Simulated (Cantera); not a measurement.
Cantera run, input and output.

```python
import numpy as np
import cantera as ct

gas = ct.Solution("gri30.yaml")
gas.TPX = 1825, 2666, {'CH4': 1, 'N2': 2.6}
reactor = ct.IdealGasConstPressureReactor(gas, energy="off", clone=False)
net = ct.ReactorNet([reactor])
net.rtol, net.atol = 1e-08, 1e-18
show = ['CH4', 'C2H2', 'C2H4', 'CH2', 'HCN']
times = np.geomspace(3e-06, 100, 10)

steps = ct.SolutionArray(gas, extra=["t"])
rows = []
print(f"{'t/s':>10s}{'T/K':>9s}{'P/Pa':>11s}" + "".join(f"{s:>11s}" for s in show))
for t in times:
    while net.time < t:
        t_next = net.step()
        steps.append(gas.state, t=t_next)
    rows.append([np.interp(t, steps.t, y) for y in (steps.T, steps.P, *steps(*show).X.T)])
    print(f"{t:10.3e}{rows[-1][0]:9.1f}{rows[-1][1]:11.4g}" + "".join(f"{x:11.3e}" for x in rows[-1][2:]))
rate = np.gradient(steps.T, steps.t)
print("integrator steps:", len(steps.t))
if steps.T.max() > steps.T[0] + 200:
    print(f"time of steepest temperature rise: {steps.t[rate.argmax()]:.4e} s")
gas.TPX = 1825, 2666, {'CH4': 1, 'N2': 2.6}
gas.equilibrate("TP")
print(f"equilibrium (TP): T = {gas.T:.1f} K  " + "  ".join(f"{s} {gas[s].X[0]:.3e}" for s in show))
```

It prints:

```
       t/s      T/K       P/Pa        CH4       C2H2       C2H4        CH2        HCN
 3.000e-06   1825.0       2666  2.778e-01  1.014e-17  1.323e-13  1.205e-12  3.499e-17
 2.056e-05   1825.0       2666  2.777e-01  6.363e-14  1.551e-10  1.822e-10  2.830e-15
 1.409e-04   1825.0       2666  2.776e-01  5.446e-10  1.666e-07  8.031e-09  1.747e-13
 9.655e-04   1825.0       2666  2.761e-01  1.826e-06  6.832e-05  3.168e-07  2.101e-11
 6.616e-03   1825.0       2666  2.308e-01  5.338e-03  1.115e-02  6.781e-06  2.694e-08
 4.534e-02   1825.0       2666  4.496e-02  8.933e-02  8.764e-04  4.263e-06  2.114e-06
 3.107e-01   1825.0       2666  3.334e-03  1.072e-01  2.633e-05  1.136e-06  1.134e-05
 2.129e+00   1825.0       2666  2.485e-04  1.085e-01  1.845e-05  1.289e-07  2.915e-05
 1.459e+01   1825.0       2666  7.582e-05  1.085e-01  1.841e-05  3.972e-08  5.083e-05
 1.000e+02   1825.0       2666  7.477e-05  1.085e-01  1.840e-05  3.917e-08  1.593e-04
integrator steps: 1588
equilibrium (TP): T = 1825.0 K  CH4 5.605e-05  C2H2 5.577e-02  C2H4 9.463e-06  CH2 2.937e-08  HCN 1.056e-01
```

Cantera simulation using GRI-Mech 3.0 (53 species, 325 reactions); the numbers are that mechanism's predictions, not measurements. GRI-Mech 3.0 stops at C3 and has no aromatics, soot or wall deposition, so with more carbon than oxygen in the feed, carbon stays in small species such as C2H2 where larger ones or solid carbon would form. Radical loss at walls, strong at low pressure, is not modelled.
